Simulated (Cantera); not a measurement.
Thermodynamics of silicon nitride deposition, feed SiH4 + N2

Feed: 1 mol SiH4, 1.6 mol N2, held at 0.000190 bar.

Cantera equilibrium calculation (NASA polynomials, part measured and part estimated; ideal gas, pure solids and liquids). Candidate condensed phases: Si, Si3N4; 18 gas species. The tables' values for SiN are old estimates; treat these amounts as uncertain. Gases not in the tables: Si2H6 and higher silanes. The numbers say what is thermodynamically allowed, not how fast it happens.

```csv
T (°C),log p H2,log p N2,log p Si,log p H,log p SiH,log p Si2,log p Si2N,log p SiN,n Si(s),n Si(l)
1325,-3.98,-4.07,-7.03,-6.26,-8.68,-9.64,-8.90,-9.13,0.998,0
1375,-3.98,-4.08,-6.59,-6.04,-8.31,-9.07,-8.52,-8.77,0.995,0
1425,-3.98,-4.08,-6.18,-5.83,-7.98,-8.54,-8.18,-8.44,0,0.987
1475,-3.99,-4.08,-5.84,-5.63,-7.71,-8.13,-7.93,-8.16,0,0.971
1525,-4.00,-4.08,-5.51,-5.45,-7.45,-7.73,-7.70,-7.90,0,0.937
1575,-4.01,-4.09,-5.20,-5.28,-7.21,-7.36,-7.48,-7.66,0,0.870
1625,-4.03,-4.11,-4.91,-5.12,-6.99,-7.01,-7.28,-7.44,0,0.735
```
log p: log10 of the partial pressure in bar; n: condensed amount in mol.

From 1325 °C to 1375 °C the condensed part is Si(s). From 1425 °C to 1625 °C the condensed part is Si(l). The main Si-bearing gas is Si throughout. The share of Si in condensed phases is highest at 1325 °C (99.8 %) and lowest at 1625 °C (73.5 %).
